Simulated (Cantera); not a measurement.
Cantera run:

```python
import numpy as np
import cantera as ct

gas_names = """
    B BH BH2 BH3 BN B2 H H2 N NH NH2 NH3 N2 N2H2 N2H4
""".split()
cond_names = """
    B(b) B(L) BN(s)
""".split()


def load(file, names, dense=False):
    # The tables refer to 1 bar. Condensed volumes are neglected.
    table = {s.name: s for s in ct.Species.list_from_file(file)}
    out = []
    for n in names:
        d = dict(table[n].input_data)
        d["thermo"] = dict(d["thermo"], **{"reference-pressure": 1e5})
        if dense:
            d["equation-of-state"] = {"model": "constant-volume", "density": "1e6 g/cm^3"}
        out.append(ct.Species.from_dict(d))
    return out


gas = ct.Solution(thermo="ideal-gas", species=load("nasa_gas.yaml", gas_names))
cond = {s.name: ct.Solution(thermo="fixed-stoichiometry", species=[s], name=s.name)
        for s in load("nasa_condensed.yaml", cond_names, dense=True)}
atoms = {
    'borazine': {'B': 3, 'N': 3, 'H': 6},
    'N2': {'N': 2},
}
top_T = {'BN(s)': 3200}  # K; cautious upper limits of use, not melting points


def equilibrate(T, P, feed):
    n = {}
    for name, mol in feed.items():
        for a, k in atoms[name].items():
            n[a] = n.get(a, 0.0) + k * mol
    gas.TPX = T, P, n
    mass = sum(n.values()) * gas.mean_molecular_weight
    gas.equilibrate("TP")
    valid = [c for c in cond.values() if c.min_temp <= T <= top_T.get(c.name, c.max_temp)]
    mix = ct.Mixture([(gas, mass / gas.mean_molecular_weight)] + [(c, 0.0) for c in valid])
    mix.T, mix.P = T, P
    mix.equilibrate("TP", solver="vcs", rtol=1e-11, max_steps=5000)
    return mix


results = []
feed = {'borazine': 1, 'N2': 1.1}  # mol
T = 2100  # K
P = 133.322  # Pa
mix = equilibrate(T, P, feed)
results.append((T, P, feed, dict(zip(mix.species_names, mix.species_moles))))
x = sorted(zip(gas.X, gas.species_names), reverse=True)
print(f"T = {T:g} K  P = {P:g} Pa  gas = {mix.phase_moles(0):.4g} mol")
print("   x: " + "  ".join(f"{s} {v:.3e}" for v, s in x if v > 0.001))
print("   condensed (mol): " + ("  ".join(f"{mix.phase(i).name} {mix.phase_moles(i):.4g}"
      for i in range(1, mix.n_phases) if mix.phase_moles(i) > 1e-12) or "none"))
```

Output:

```
T = 2100 K  P = 133.322 Pa  gas = 4.986 mol
   x: H2 5.691e-01  N2 3.656e-01  H 6.437e-02
   condensed (mol): B(b) 1.44  BN(s) 1.555
```

Equilibrium computed with Cantera from the NASA thermochemical tables; the gas is ideal and each condensed phase is pure. The feed counts by its element totals alone. Mutual solubility and eutectic melting of coexisting phases are not modelled. The tables' values for BH2 are old estimates; treat these amounts as uncertain.
